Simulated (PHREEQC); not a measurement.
2.4 g of hydrous ferric oxide (600 m²/g; 0.2 weak and 0.005 strong sites per Fe, Dzombak-Morel constants, diffuse double layer) in 1 kg of water with 0.005 mol/kgw of an inert sodium salt and 0.047 mmol/kgw NiCl2, at 25 °C; the pH is set by adding NaOH or the inert anion's acid. O2 is buffered at 0.21 atm. No CO2 enters from the air. No solid was allowed to form.

All values are PHREEQC results (ion-association model, wateq4f.dat), not measurements.

```tsv
pH	Ni sorbed (%)	surface charge σ (C/m²)	surface potential ψ (mV)
3	0.0	0.315	209
3.5	0.0	0.258	202
4	0.1	0.195	190
4.5	0.5	0.139	(withheld)
5	3.4	0.095	157
5.5	20.4	0.062	(withheld)
6	63.6	0.039	(withheld)
6.5	92.9	0.023	89
7	99.1	0.013	63
7.5	99.9	(withheld)	35
8	100.0	(withheld)	7
8.5	100.0	-0.004	-21
9	100.0	-0.009	-49
9.5	100.0	-0.018	-76
10	100.0	-0.031	-102
10.5	100.0	-0.051	(withheld)
11	100.0	-0.083	-146
```

Problem. Fill in the missing entries.

Solution. 
- 4.5, surface potential ψ (mV): 175
- 5.5, surface potential ψ (mV): 136
- 6, surface potential ψ (mV): 114
- 7.5, surface charge σ (C/m²): 0.006
- 8, surface charge σ (C/m²): 0.001
- 10.5, surface potential ψ (mV): -125

The oxide is taken as insoluble; below pH 4 it would dissolve.
